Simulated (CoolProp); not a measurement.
The numbers come from the reference Helmholtz-energy equation of state, Span 2003 in CoolProp. It is a short technical equation, of lower accuracy than the large ones.

Q: For n-heptane, give the phase and the Z, cp (kJ/(kg K)), Joule-Thomson coefficient (K/MPa), viscosity (µPa s) at 600 K and 0.822 MPa.

A: 
- 600 K and 0.822 MPa: gas; Z 0.926, cp 2.93, Joule-Thomson coefficient 6.23, viscosity 12.2

Viscosity comes from a separate model (Michailidou 2014).
